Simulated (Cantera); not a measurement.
An adiabatic, constant-pressure homogeneous reactor starts with 4.12 % CH4, 0.453 % C2H6, 1.07 % C3H8, 18.5 % O2, 69.7 % N2, 6.18 % H2O, equivalence ratio 0.82, at 1700 K and 0.360 bar.

Computed with Cantera and GRI-Mech 3.0 (53 species, 325 reactions). GRI-Mech 3.0 was tuned for natural gas; its chemistry of propane as a main component is partial and can be far from experiment.

x: mole fraction; the columns are a selection and need not sum to one.

```json
[
 {"t (s)": "1.00e-6", "T (K)": "1698", "x CH4": "0.0412", "x C2H6": "0.00450", "x C3H8": "0.0105", "x CH2": "[?]", "x H2": "1.37e-5"},
 {"t (s)": "2.82e-6", "T (K)": "1694", "x CH4": "0.0411", "x C2H6": "0.00442", "x C3H8": "0.0102", "x CH2": "[?]", "x H2": "0.000126"},
 {"t (s)": "7.95e-6", "T (K)": "1685", "x CH4": "0.0406", "x C2H6": "0.00411", "x C3H8": "0.00892", "x CH2": "[?]", "x H2": "0.000701"},
 {"t (s)": "2.24e-5", "T (K)": "1681", "x CH4": "0.0380", "x C2H6": "0.00330", "x C3H8": "0.00533", "x CH2": "[?]", "x H2": "0.00379"},
 {"t (s)": "6.31e-5", "T (K)": "2013", "x CH4": "0.0112", "x C2H6": "5.02e-5", "x C3H8": "1.38e-6", "x CH2": "[?]", "x H2": "0.0325"},
 {"t (s)": "0.000178", "T (K)": "2372", "x CH4": "<1e-12", "x C2H6": "<1e-12", "x C3H8": "<1e-12", "x CH2": "<1e-12", "x H2": "0.0211"},
 {"t (s)": "0.000502", "T (K)": "2493", "x CH4": "<1e-12", "x C2H6": "<1e-12", "x C3H8": "<1e-12", "x CH2": "<1e-12", "x H2": "0.0182"},
 {"t (s)": "0.00141", "T (K)": "2616", "x CH4": "<1e-12", "x C2H6": "<1e-12", "x C3H8": "<1e-12", "x CH2": "<1e-12", "x H2": "0.0150"},
 {"t (s)": "0.00399", "T (K)": "2635", "x CH4": "<1e-12", "x C2H6": "<1e-12", "x C3H8": "<1e-12", "x CH2": "<1e-12", "x H2": "0.0144"},
 {"t (s)": "0.0112", "T (K)": "2630", "x CH4": "<1e-12", "x C2H6": "<1e-12", "x C3H8": "<1e-12", "x CH2": "<1e-12", "x H2": "0.0145"},
 {"t (s)": "0.0317", "T (K)": "2628", "x CH4": "<1e-12", "x C2H6": "<1e-12", "x C3H8": "<1e-12", "x CH2": "<1e-12", "x H2": "0.0145"},
 {"t (s)": "0.0893", "T (K)": "2628", "x CH4": "<1e-12", "x C2H6": "<1e-12", "x C3H8": "<1e-12", "x CH2": "<1e-12", "x H2": "0.0145"},
 {"t (s)": "0.252", "T (K)": "2628", "x CH4": "<1e-12", "x C2H6": "<1e-12", "x C3H8": "<1e-12", "x CH2": "<1e-12", "x H2": "0.0145"},
 {"t (s)": "0.710", "T (K)": "2628", "x CH4": "<1e-12", "x C2H6": "<1e-12", "x C3H8": "<1e-12", "x CH2": "<1e-12", "x H2": "0.0145"},
 {"t (s)": "2.00", "T (K)": "2628", "x CH4": "<1e-12", "x C2H6": "<1e-12", "x C3H8": "<1e-12", "x CH2": "<1e-12", "x H2": "0.0145"}
]
```

Q: Fill in the missing entries.

A: 
- 1.00e-6, x CH2: 8.03e-9
- 2.82e-6, x CH2: 1.98e-7
- 7.95e-6, x CH2: 1.84e-6
- 2.24e-5, x CH2: 9.32e-6
- 6.31e-5, x CH2: 0.000131
